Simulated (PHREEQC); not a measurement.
Nickel, zinc or cadmium bath: speciation

Make-up at 25 °C: 0.16 mol/kgw CdSO4, 4.6e-05 mol/kgw KCl and 0.015 mol/kgw NiCl2. Closed to the air; pH follows from the charge balance.

Model: ion-association model, wateq4f.dat, run in PHREEQC.

Each row changes one thing in this solution. No solid was allowed to form.

```tsv
case	pH	ionic strength (mol/kgw)	Cd+2 (mol/kgw)	CdSO4 (mol/kgw)	SO4-2 (mol/kgw)	Cd(SO4)2-2 (mol/kgw)	SI of CdOHCl (CdOHCl)	SI of Cd(OH)2 (Cd(OH)2)
as made	5.74	0.300	0.0604	0.0552	0.0466	0.0262	-1.65	-3.93
0.0017 mol/kgw Na2CO3 added	7.37	0.300	0.0602	0.0551	0.0469	0.0263	-0.02	-0.66
diluted 2-fold with water	5.88	0.163	0.0342	0.0288	0.0296	0.00940	-1.88	-3.86
NiCl2 replaced by RbCl at the same molality	5.81	0.291	0.0642	0.0587	0.0459	0.0277	-1.86	-3.77
KCl from 4.6e-05 to 5.06e-05 mol/kgw	5.74	0.300	0.0604	0.0552	0.0466	0.0262	-1.64	-3.93
CdSO4 from 0.16 to 0.08 mol/kgw	5.80	0.175	0.0309	0.0260	0.0309	0.00881	-1.69	-4.06
```

Some of these states are supersaturated (in Otavite, Ni(OH)2, for instance).
